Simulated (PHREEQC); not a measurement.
Consider water at 25 °C with 0.0013 mol/kgw HCl and 0.097 mol/kgw Al2(SO4)3. Closed to the air; pH follows from the charge balance.

Model: ion-association model, phreeqc.dat, run in PHREEQC.

```json
[
 {"quantity": "pH", "before": "3.35", "after": "3.73"},
 {"quantity": "ionic strength (mol/kgw)", "before": "0.277", "after": "0.0742"},
 {"quantity": "AlSO4+ (mol/kgw)", "before": "0.121", "after": "0.0276"},
 {"quantity": "SO4-2 (mol/kgw)", "before": "0.0565", "after": "0.0177"},
 {"quantity": "Al(SO4)2- (mol/kgw)", "before": "0.0561", "after": "0.00635"},
 {"quantity": "Al+3 (mol/kgw)", "before": "0.0163", "after": "0.00471"},
 {"quantity": "SI of Gibbsite (Al(OH)3)", "before": "-0.80", "after": "+0.06"}
]
```

**Question.** What was changed between the two runs?
A) HCl from 0.0013 to 0.00013 mol/kgw
B) 0.002 mol/kgw HBr added
C) diluted 5-fold with water
D) temperature from 25 to 80 °C
E) 0.01 mol/kgw PbCl2 added

**Answer.** C, diluted 5-fold with water

No solid was allowed to form. Some of these states are supersaturated (in Gibbsite (slow to form), for instance).
